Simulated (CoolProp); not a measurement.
The fluid at 513.28 K and 17.4 MPa flows at 1.2 m/s in a round tube of 20 mm bore and 1.5 µm roughness, fully developed (64/Re and Nu = 3.66 if laminar; Colebrook and Gnielinski if turbulent). The same conditions are run with several fluids, on thermodynamics alone (safety and materials aside).

Values from CoolProp's reference Helmholtz-energy equation of state of each fluid (propylene: Lemmon 2013; n-pentane: Thol 2019; oxygen: Schmidt 1985; carbon dioxide: Span 1996; isobutane: Bücker 2006).

**Question.** Rank propylene, n-pentane, oxygen, carbon dioxide, isobutane by Reynolds number, highest first.

**Answer.** n-pentane (248000), isobutane (186000), propylene (178000), carbon dioxide (165000), oxygen (88600)

| fluid | Darcy friction factor | pressure drop (Pa/m) | heat-transfer coefficient (W/(m² K)) | mass flow (kg/h) |
|---|---|---|---|---|
| propylene | 0.0166 | 136 | 1540 | 309 |
| n-pentane | 0.0157 | 244 | 2700 | 587 |
| oxygen | 0.0188 | 84.6 | 406 | 169 |
| carbon dioxide | 0.0168 | 118 | 655 | 265 |
| isobutane | 0.0164 | 195 | 2000 | 449 |

Above 300 K oxygen's equation is extrapolated.

Transport values come from each fluid's own correlations; those of propylene, n-pentane are estimates that may be off by 10 % or more.
